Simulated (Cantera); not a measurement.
A closed system holds: 1 mol B2O3, 27 mol NH3, 16 mol H2.

Method: chemical equilibrium by Gibbs-energy minimisation in Cantera with the NASA 1993 tables (ideal gas, pure condensed phases). Candidate condensed phases: B, BN, B2O3, B3O3H3, H2O; 39 gas species. Mutual solubility and eutectic melting of coexisting phases are not modelled. Equilibrium is a limit: real reactors are often held back by kinetics, nucleation or transport.

Stable condensed phases, one row left out:

```
T in K \ P in Pa
             10     25     63    160    400   1000   2500   6300  16000  40000 100000
   1723       A      A      A      A      A      A      A      A      B      C      C
   1523       A      A      A      A      A      C      C      C      C      C      C
   1423       A      A      B      C      C      C      C      C      C      C      C
   1323       C      C      C      C      C      C      C      C      C      C      C
   1223       C      C      C      C      C      C      C      C      C      C      C
   1123       C      C      C      C      C      C      C      C      C      C      C
   1023       C      C      C      C      C      C      C      C      C      C      C
    923       C      C      C      C      C      C      C      C      C      C      C
```

A: gas only; B: BN; C: BN + B2O3.

Give the row for 1623 K.

10: gas only; 25: gas only; 63: gas only; 160: gas only; 400: gas only; 1000: gas only; 2500: gas only; 6300: BN + B2O3; 16000: BN + B2O3; 40000: BN + B2O3; 100000: BN + B2O3.
